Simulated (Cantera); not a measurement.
A diamond (100) surface in a fixed gas of H2 with x(CH4) = 0.014, x(H) = 0.00077, at 1175 K, 0.0415 atm; coverages are run to steady state.

Model: the Harris–Goodwin 1993 mechanism for the reconstructed diamond (100) surface, integrated in Cantera.

One state of this run: growth (µm/h) = 0.166; θ c6HH = 0.482; θ c6H* = 0.0344; θ c6*H = 0.463; θ c6** = 0.0194; θ c6HM = 0.000869. θ: site fractions in the mechanism's names (c6HH fully hydrogenated, c6H* and c6*H radical sites, c6** diradical, c6HM methylated).

### Question
Which value of x(CH3) does it belong to?
A. 0.00016
B. 1e-06
C. 3.8e-05
D. 4.3e-06

### Answer
C, 3.8e-05
